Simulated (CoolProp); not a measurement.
Methanol at 355.78 K and 0.0107 MPa flows at 1.5 m/s in a round tube of 4.6 mm bore and 0.25 µm roughness, fully developed (64/Re and Nu = 3.66 if laminar; Colebrook and Gnielinski if turbulent). Each further row changes one setting.

Computed with CoolProp (reference Helmholtz-energy equation of state, de Reuck 1993).

```tsv
case	Reynolds number	Darcy friction factor	pressure drop (Pa/m)	heat-transfer coefficient (W/(m² K))	mass flow (kg/h)
as stated	69.5	0.921	26.2	16.3	0.0104
velocity 3 m/s	139	0.461	52.4	16.3	0.0209
diameter 9.2 mm	139	0.461	6.54	8.17	0.0417
```

Viscosity comes from a separate model (Xiang 2006). Thermal conductivity comes from a separate model (Sykioti 2013).
